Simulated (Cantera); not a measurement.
A Cantera script and what it prints.

```python
import numpy as np
import cantera as ct

gas_names = [...]  # 49 gases of nasa_gas.yaml made of Cl, F, H, N, Si
cond_names = """
    NH4CL(a) NH4CL(b) Si(cr) Si(L) Si3N4(a)
""".split()


# ... load() reads the species with a 1 bar reference pressure and builds the phases ...
atoms = {
    'Si3N4': {'Si': 3, 'N': 4},
    'F2': {'F': 2},
    'H2': {'H': 2},
    'Cl2': {'CL': 2},
}
top_T = {'Si3N4(a)': 2400}  # K; cautious upper limits of use, not melting points


# ... equilibrate(T, P, feed) seeds the gas with the atoms and calls Mixture.equilibrate('TP', solver="vcs", rtol=1e-11, max_steps=5000) ...
results = []
feed = {'Si3N4': 1, 'F2': 3.3, 'H2': 83, 'Cl2': 0.68}  # mol
P = 1000  # Pa
for T in [823, 873, 923, 973, 1023, 1073, 1123, 1173, 1223, 1273, 1323, 1373]:
    mix = equilibrate(T, P, feed)
    results.append((T, P, feed, dict(zip(mix.species_names, mix.species_moles))))

top = {s: max(r[3][s] / sum(r[3][g] for g in gas_names) for r in results) for s in gas_names}
cols = sorted((s for s in top if top[s] > 1e-05), key=lambda s: -top[s])[:8]
seen = [c for c in cond_names if any(r[3].get(c, 0) > 1e-12 for r in results)]
print("log10 of partial pressures in bar; condensed amounts in mol")
print(f"{'T/K':>10s}" + "".join(f"{s[:9]:>10s}" for s in cols + seen))
for T, P, feed, n in results:
    ng = sum(n[g] for g in gas_names)
    print(f"{T:10.4g}" + "".join(f"{np.log10(max(n[s] / ng * P / 1e5, 1e-99)):10.3f}" for s in cols)
          + "".join(f"{n.get(c, 0):10.4g}" for c in seen))
```

Result:

```
log10 of partial pressures in bar; condensed amounts in mol
       T/K        H2      SiF4       HCL        N2        HF      SiF3     SiHF3      SiF2  Si3N4(a)
       823    -2.021    -3.720    -3.803    -3.896    -6.221    -9.235    -6.722   -14.058    0.4503
       873    -2.021    -3.720    -3.803    -3.896    -5.975    -8.556    -6.470   -12.819    0.4505
       923    -2.021    -3.721    -3.803    -3.896    -5.756    -7.952    -6.246   -11.715    0.4508
       973    -2.021    -3.722    -3.803    -3.896    -5.561    -7.411    -6.046   -10.727    0.4513
      1023    -2.021    -3.724    -3.803    -3.897    -5.385    -6.924    -5.866    -9.837    0.4519
      1073    -2.021    -3.727    -3.803    -3.897    -5.226    -6.483    -5.704    -9.031    0.4526
      1123    -2.021    -3.730    -3.803    -3.898    -5.082    -6.084    -5.557    -8.299    0.4533
      1173    -2.022    -3.736    -3.803    -3.898    -4.951    -5.720    -5.425    -7.632    0.4539
      1223    -2.022    -3.744    -3.803    -3.898    -4.832    -5.390    -5.306    -7.022    0.4538
      1273    -2.022    -3.757    -3.804    -3.897    -4.723    -5.090    -5.201    -6.464    0.4523
      1323    -2.022    -3.777    -3.805    -3.894    -4.624    -4.820    -5.111    -5.954     0.448
      1373    -2.023    -3.810    -3.807    -3.887    -4.536    -4.580    -5.039    -5.490    0.4386
```

Cantera equilibrium calculation (NASA polynomials, part measured and part estimated; ideal gas, pure solids and liquids). The tables' values for SiF3, SiF2 are old estimates; treat these amounts as uncertain.
